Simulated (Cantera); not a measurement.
A Cantera script and its output.

```python
import numpy as np
import cantera as ct

surf = ct.Interface("ptcombust.yaml", "Pt_surf")
gas = surf.adjacent["gas"]
gas.TPX = 300, 47000, {'CH4': 0.032, 'O2': 0.076, 'N2': 0.79}
jet = ct.ImpingingJet(gas=gas, width=0.031, surface=surf)
jet.inlet.mdot, jet.inlet.T, jet.inlet.X = 0.024, 300, {'CH4': 0.032, 'O2': 0.076, 'N2': 0.79}
jet.set_refine_criteria(ratio=10, slope=0.2, curve=0.3)
show, cover = ['CH4', 'O2', 'H2O', 'OH', 'CO', 'CO2'], ["PT(S)", "H(S)", "O(S)", "OH(S)", "CO(S)", "C(S)"]

rows = []
print(f"{'Ts/K':>7s}" + "".join(f"{s:>11s}" for s in show + cover) + "   (gas at the wall, coverages)")
for i, Ts in enumerate([900, 950, 1000, 1050, 1100, 1150, 1200]):
    jet.surface.T = Ts
    if i == 0:
        surf.TP = Ts, 47000
        surf.coverages = "PT(S):0.5, O(S):0.5"
        surf.advance_coverages(1.0)
        jet.set_initial_guess(products="inlet")
    jet.solve(loglevel=0, auto=(i == 0))
    rows.append([*(jet.X[gas.species_index(s), -1] for s in show), *surf[cover].coverages])
    print(f"{Ts:7g}" + "".join(f"{x:11.3e}" for x in rows[-1]))
```

Result:

```
   Ts/K        CH4         O2        H2O         OH         CO        CO2      PT(S)       H(S)       O(S)      OH(S)      CO(S)       C(S)   (gas at the wall, coverages)
    900  9.829e-03  2.994e-02  4.816e-02  2.171e-08  3.628e-06  3.156e-02  1.855e-01  2.163e-07  8.106e-01  3.870e-03  1.982e-05  7.046e-08
    950  5.116e-03  2.005e-02  5.676e-02  5.880e-08  2.722e-06  3.729e-02  2.690e-01  5.780e-07  7.270e-01  3.912e-03  1.259e-05  6.022e-08
   1000  3.082e-03  1.580e-02  6.039e-02  1.460e-07  2.273e-06  3.972e-02  3.500e-01  1.217e-06  6.464e-01  3.611e-03  7.833e-06  4.894e-08
   1050  2.082e-03  1.373e-02  6.210e-02  3.318e-07  2.078e-06  4.089e-02  4.266e-01  2.238e-06  5.702e-01  3.212e-03  5.056e-06  4.023e-08
   1100  1.525e-03  1.263e-02  6.299e-02  6.959e-07  2.030e-06  4.149e-02  4.984e-01  3.772e-06  4.987e-01  2.807e-03  3.426e-06  3.395e-08
   1150  1.186e-03  1.202e-02  6.345e-02  1.360e-06  2.091e-06  4.180e-02  5.652e-01  5.973e-06  4.324e-01  2.427e-03  2.438e-06  2.951e-08
   1200  9.657e-04  1.171e-02  6.368e-02  2.499e-06  2.250e-06  4.192e-02  6.263e-01  9.013e-06  3.716e-01  2.085e-03  1.816e-06  2.637e-08
```

Computed with Cantera and Deutschmann's 1995 Pt surface mechanism with GRI-Mech 3.0 gas chemistry. Catalytic surfaces can have several steady states; this one follows from the mechanism file's or the stated starting coverage.
